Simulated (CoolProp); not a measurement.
Saturation properties of cyclohexane (Tc = 280.5 °C, pc = 4081 kPa, ω = 0.209).

Model: reference Helmholtz-energy equation of state, Zhou 2014, in CoolProp.

| T (°C) | p (kPa) | liquid density (kg/m³) | vapour density (kg/m³) | liquid viscosity (µPa s) |
|---|---|---|---|---|
| 151.15 | 565.9 | 642.4 | 15.45 | 203 |
| 163.05 | 712.2 | 627.8 | 19.40 | 183 |
| 174.95 | 884.7 | 612.5 | 24.16 | 166 |
| 186.95 | (withheld) | 596.1 | 29.93 | 150 |
| 198.85 | 1321 | (withheld) | 36.84 | 136 |
| 210.75 | 1590 | 559.9 | 45.22 | 123 |
| 222.65 | 1896 | 539.2 | 55.52 | 111 |
| 234.55 | 2244 | (withheld) | 68.42 | (withheld) |
| 246.45 | (withheld) | 488.7 | 85.13 | 86.7 |

### Question
Complete the blanks.

### Answer

- 186.95, p (kPa): 1088
- 198.85, liquid density (kg/m³): 578.7
- 234.55, liquid density (kg/m³): 515.9
- 234.55, liquid viscosity (µPa s): 98.7
- 246.45, p (kPa): 2639

It boils at 80.7 °C under 1 atm.

Viscosity comes from a separate model (Tariq 2014).
